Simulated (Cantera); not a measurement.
A closed system holds: 1 mol SiCl4, 24 mol N2, 17 mol H2, at 0.0140 bar.

Equilibrium computed with Cantera from the NASA thermochemical tables; the gas is ideal and each condensed phase is pure. Candidate condensed phases: NH4Cl, Si, Si3N4; 28 gas species. The tables' values for SiCl, SiCl3 are old estimates; treat these amounts as uncertain. Rates play no part. All values below are at 1775 K.

Base state: N2 0.557, H2 0.369, HCl 0.0527, SiCl2 0.0199, H 0.00149, Cl 0.000163, SiCl 0.000133, Si 0.000129 (mole fractions); condensed: Si3N4(s).

Problem. What changes in the equilibrium state with this change: pressure from 0.0140 bar to 0.00110 bar?

Solution. 
```tsv
species	before	after
N2	0.557	0.555
H2	0.369	0.366
HCl	0.0527	0.0502
H	0.00149	0.00528
SiCl2	0.0199	0.0206
Si	0.000129	0.00185
Si2N	7.40e-6	3.36e-5
Si3N4(s), mol	0.0427	0
```
The tables' values for SiCl, SiCl3, SiN are old estimates; treat these amounts as uncertain.
